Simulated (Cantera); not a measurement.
## NH₃ + SO₂ + H₂ (abatement and gas-phase synthesis)

Input: 1 mol NH₃, 0.029 mol SO₂, 0.45 mol H₂, at 0.00810 bar.

Equilibrium computed with Cantera from the NASA thermochemical tables; the gas is ideal and each condensed phase is pure. Candidate condensed phases: H₂O, H₂SO₄, S; 35 gas species. The numbers say what is thermodynamically allowed, not how fast it happens.

```json
[
 {"T (K)": "1475", "log p H₂": "-2.21", "log p N₂": "-2.78", "log p H₂O": "-3.72", "log p H": "-5.99", "log p H₂S": "-4.13", "log p SH": "-5.47", "log p S₂": "-5.06", "log p S": "-7.05"},
 {"T (K)": "1525", "log p H₂": "-2.21", "log p N₂": "-2.78", "log p H₂O": "-3.72", "log p H": "-5.73", "log p H₂S": "-4.17", "log p SH": "-5.32", "log p S₂": "-4.94", "log p S": "-6.74"},
 {"T (K)": "1575", "log p H₂": "-2.21", "log p N₂": "-2.78", "log p H₂O": "-3.72", "log p H": "-5.49", "log p H₂S": "-4.22", "log p SH": "-5.19", "log p S₂": "-4.84", "log p S": "-6.45"},
 {"T (K)": "1625", "log p H₂": "-2.21", "log p N₂": "-2.78", "log p H₂O": "-3.72", "log p H": "-5.26", "log p H₂S": "-4.28", "log p SH": "-5.08", "log p S₂": "-4.77", "log p S": "-6.19"},
 {"T (K)": "1675", "log p H₂": "-2.21", "log p N₂": "-2.78", "log p H₂O": "-3.72", "log p H": "-5.04", "log p H₂S": "-4.34", "log p SH": "-4.99", "log p S₂": "-4.72", "log p S": "-5.96"},
 {"T (K)": "1725", "log p H₂": "-2.21", "log p N₂": "-2.78", "log p H₂O": "-3.72", "log p H": "-4.84", "log p H₂S": "-4.40", "log p SH": "-4.90", "log p S₂": "-4.69", "log p S": "-5.75"},
 {"T (K)": "1775", "log p H₂": "-2.21", "log p N₂": "-2.78", "log p H₂O": "-3.72", "log p H": "-4.64", "log p H₂S": "-4.47", "log p SH": "-4.83", "log p S₂": "-4.67", "log p S": "-5.55"},
 {"T (K)": "1825", "log p H₂": "-2.21", "log p N₂": "-2.78", "log p H₂O": "-3.72", "log p H": "-4.46", "log p H₂S": "-4.54", "log p SH": "-4.76", "log p S₂": "-4.66", "log p S": "-5.37"},
 {"T (K)": "1875", "log p H₂": "-2.21", "log p N₂": "-2.79", "log p H₂O": "-3.72", "log p H": "-4.29", "log p H₂S": "-4.61", "log p SH": "-4.71", "log p S₂": "-4.66", "log p S": "-5.21"},
 {"T (K)": "1925", "log p H₂": "-2.21", "log p N₂": "-2.79", "log p H₂O": "-3.73", "log p H": "-4.13", "log p H₂S": "-4.69", "log p SH": "-4.67", "log p S₂": "-4.68", "log p S": "-5.06"},
 {"T (K)": "1975", "log p H₂": "-2.21", "log p N₂": "-2.79", "log p H₂O": "-3.73", "log p H": "-3.97", "log p H₂S": "-4.76", "log p SH": "-4.63", "log p S₂": "-4.70", "log p S": "-4.92"},
 {"T (K)": "2025", "log p H₂": "-2.22", "log p N₂": "-2.79", "log p H₂O": "-3.73", "log p H": "-3.82", "log p H₂S": "-4.85", "log p SH": "-4.60", "log p S₂": "-4.74", "log p S": "-4.80"}
]
```
log p: log10 of the partial pressure in bar; nothing condenses.

From 1475 K to 2025 K nothing is condensed.
